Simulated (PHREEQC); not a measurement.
A solution holds 0.2 mol/kgw Mn(NO3)2 and 0.018 mol/kgw NaCl, at 25 °C. Closed to the air; pH follows from the charge balance.

The numbers come from PHREEQC with the ion-association model, phreeqc.dat.

| Item | Value |
|---|---|
| pH | 5.94 |
| ionic strength | 0.588 mol/kgw |
| activity of water | 0.990 |
| specific conductance | 29800 µS/cm |
| density | 1.024 g/cm³ |

```csv
species,molality,activity,log γ
NO3-,0.384,0.230,-0.223
Mn+2,0.189,0.0450,-0.623
Na+,0.0180,0.0129,-0.145
Cl-,0.0153,0.00979,-0.194
Mn(NO3)2,0.00826,0.00946,0.059
MnCl+,0.00268,0.00180,-0.173
MnCl2,6.70e-6,7.68e-6,0.059
H+,1.51e-6,1.14e-6,-0.120
MnOH+,1.49e-6,1.00e-6,-0.173
```

This is a speciation only: nothing precipitates in the calculation. Species that the database lacks are ignored.
